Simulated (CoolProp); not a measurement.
Vapour-liquid equilibrium of CH2F2 (R32) (1) + R152A (2) at -50.25 °C; x and y are mole fractions of (1).

Values from CoolProp's multi-fluid Helmholtz-energy mixture model, Tillner-Roth 1997 and Outcalt 1996; pair parameters Bell 2016.

```tsv
x	bubble pressure, mixture model (kPa)	bubble pressure, Raoult's law (kPa)	y, mixture model	y, Raoult's law
0.05	31.46	31.12	0.181	0.175
0.15	40.09	39.30	0.421	0.415
0.25	48.51	47.47	0.574	0.573
0.35	56.73	55.64	0.681	0.684
0.45	64.82	63.82	0.761	0.767
0.55	72.82	71.99	0.823	0.831
0.65	80.76	80.16	0.874	0.882
0.75	88.70	88.34	0.917	0.923
0.85	96.67	96.51	0.953	0.958
0.95	104.7	104.7	0.985	0.987
```

The largest gap from Raoult's law is +2.2 % in bubble pressure, at x = 0.25. No azeotrope shows between x = 0.05 and 0.95.

The pair parameters rest on a limited set of measurements; away from them the model extrapolates.
